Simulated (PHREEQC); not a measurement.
Leach liquor: an equilibrium model

Dissolve 0.036 mol/kgw HCl, 5.25e-05 mol/kgw LiCl and 0.086 mol/kgw Na2SO4 at 25 °C. Closed to the air; pH follows from the charge balance.

Model: ion-association model, phreeqc.dat, run in PHREEQC.

```yaml
pH: 1.95
ionic_strength: 0.227 mol/kgw
specific_conductance: 18400 µS/cm
density: 1.008 g/cm³
total_alkalinity: -36.0 meq/kg
```

```tsv
species	molality	activity	log γ
Na+	0.160	0.119	-0.130
SO4-2	0.0525	0.0146	-0.554
Cl-	0.0360	0.0255	-0.151
HSO4-	0.0217	0.0161	-0.130
H+	0.0143	0.0113	-0.101
NaSO4-	0.0118	0.00872	-0.132
```

No solid was allowed to form. Species that the database lacks are ignored.
